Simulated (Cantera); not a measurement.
Charge: 1 mol CuO, 0.56 mol CO, 2.1 mol C, equilibrated at 0.520 bar.

Cantera equilibrium calculation (NASA polynomials, part measured and part estimated; ideal gas, pure solids and liquids). Candidate condensed phases: C, Cu, CuO, Cu2O; 15 gas species. Rates play no part.

Question: What share of the Cu ends up in condensed phases as a function of T (K), at 1173, 1323, 1473, 1623, 1773, 1923, 2073, 2223, 2373?

Answer: 
```
T (K)  Cu condensed (%)     as
-----  ----------------  -----
1173              100.0  Cu(s)
1323              100.0  Cu(s)
1473              100.0  Cu(l)
1623              100.0  Cu(l)
1773               99.9  Cu(l)
1923               99.4  Cu(l)
2073               97.4  Cu(l)
2223               91.1  Cu(l)
2373               71.5  Cu(l)
```
